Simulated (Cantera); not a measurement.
Cantera run:

```python
import numpy as np
import cantera as ct

gas_names = """
    C CH CH2 CH3 CH2OH CH3O CH4 CH3OH CO CO2 COOH C2 C2H CHCO,ketyl C2H2,acetylene C2H2,vinylidene
    CH2CO,ketene C2H3,vinyl CH3CO,acetyl C2H4 C2H4O,ethylen CH3CHO,ethanal CH3COOH (HCOOH)2 C2H5 C2H6
    CH3OCH3 C2H5OH C2O C3 C3H3,propargyl C3H4,allene C3H4,propyne C3H4,cyclo- C3H5,allyl C3H6,propylene
    C3H6,cyclo- C3H6O C3H7,n-propyl C3H7,i-propyl C3H8 C3H8O,1propanol C3H8O,2propanol C3O2 C4 C4H2
    C4H4,1,3-cyclo- C4H6,butadiene C4H6,2-butyne C4H6,cyclo- C4H8,1-butene C4H8,cis2-buten
    C4H8,tr2-butene C4H8,isobutene C4H8,cyclo- (CH3COOH)2 C4H9,n-butyl C4H9,i-butyl C4H9,s-butyl
    C4H9,t-butyl C4H10,isobutane C4H10,n-butane C5 C5H6,1,3cyclo- C5H8,cyclo- C5H10,1-pentene
    C5H10,cyclo- C5H11,pentyl C5H11,t-pentyl C5H12,n-pentane C5H12,i-pentane CH3C(CH3)2CH3 C6H2
    C6H5,phenyl C6H5O,phenoxy C6H6 C6H5OH,phenol C6H10,cyclo- C6H12,1-hexene C6H12,cyclo- C6H13,n-hexyl
    C7H7,benzyl C7H8 C7H8O,cresol C7H14,1-heptene C7H15,n-heptyl C7H16,n-heptane C8H8,styrene
    C8H10,ethylbenz C8H16,1-octene C8H17,n-octyl C8H18,isooctane C8H18,n-octane C9H19,n-nonyl
    C10H8,naphthale C10H21,n-decyl C12H9,o-bipheny C12H10,bipheny H HCO HO2 H2 HCHO,formaldehy HCOOH H2O
    H2O2 O OH O2 O3 Si SiC SiC2 SiC4H12 SiH SiH2 SiH3 SiH4 SiO SiO2 Si2 Si2C Si3
""".split()
cond_names = """
    C(gr) C6H6(L) C7H8(L) C8H18(L),n-octa H2O(s) H2O(L) Si(cr) Si(L) SiC(b) SiO2(Lqz) SiO2(hqz) SiO2(L)
""".split()


def load(file, names, dense=False):
    # The tables refer to 1 bar. Condensed volumes are neglected.
    table = {s.name: s for s in ct.Species.list_from_file(file)}
    out = []
    for n in names:
        d = dict(table[n].input_data)
        d["thermo"] = dict(d["thermo"], **{"reference-pressure": 1e5})
        if dense:
            d["equation-of-state"] = {"model": "constant-volume", "density": "1e6 g/cm^3"}
        out.append(ct.Species.from_dict(d))
    return out


gas = ct.Solution(thermo="ideal-gas", species=load("nasa_gas.yaml", gas_names))
cond = {s.name: ct.Solution(thermo="fixed-stoichiometry", species=[s], name=s.name)
        for s in load("nasa_condensed.yaml", cond_names, dense=True)}
atoms = {
    'TEOS': {'Si': 1, 'C': 8, 'H': 20, 'O': 4},
    'CO2': {'C': 1, 'O': 2},
    'O3': {'O': 3},
}
top_T = {'C(gr)': 4500, 'SiC(b)': 3050}  # K; cautious upper limits of use, not melting points


def equilibrate(T, P, feed):
    n = {}
    for name, mol in feed.items():
        for a, k in atoms[name].items():
            n[a] = n.get(a, 0.0) + k * mol
    gas.TPX = T, P, n
    mass = sum(n.values()) * gas.mean_molecular_weight
    gas.equilibrate("TP")
    valid = [c for c in cond.values() if c.min_temp <= T <= top_T.get(c.name, c.max_temp)]
    mix = ct.Mixture([(gas, mass / gas.mean_molecular_weight)] + [(c, 0.0) for c in valid])
    mix.T, mix.P = T, P
    mix.equilibrate("TP", solver="vcs", rtol=1e-11, max_steps=5000)
    return mix


results = []
feed = {'TEOS': 1, 'CO2': 19, 'O3': 8.8}  # mol
T = 1048  # K
P = 133.322  # Pa
mix = equilibrate(T, P, feed)
results.append((T, P, feed, dict(zip(mix.species_names, mix.species_moles))))
x = sorted(zip(gas.X, gas.species_names), reverse=True)
print(f"T = {T:g} K  P = {P:g} Pa  gas = {mix.phase_moles(0):.4g} mol")
print("   x: " + "  ".join(f"{s} {v:.3e}" for v, s in x if v > 1e-06))
print("   condensed (mol): " + ("  ".join(f"{mix.phase(i).name} {mix.phase_moles(i):.4g}"
      for i in range(1, mix.n_phases) if mix.phase_moles(i) > 1e-12) or "none"))
```

Result:

```
T = 1048 K  P = 133.322 Pa  gas = 38.2 mol
   x: CO2 7.068e-01  H2O 2.618e-01  O2 3.141e-02  OH 1.482e-06
   condensed (mol): SiO2(hqz) 1
```

Equilibrium computed with Cantera from the NASA thermochemical tables; the gas is ideal and each condensed phase is pure. The feed counts by its element totals alone.
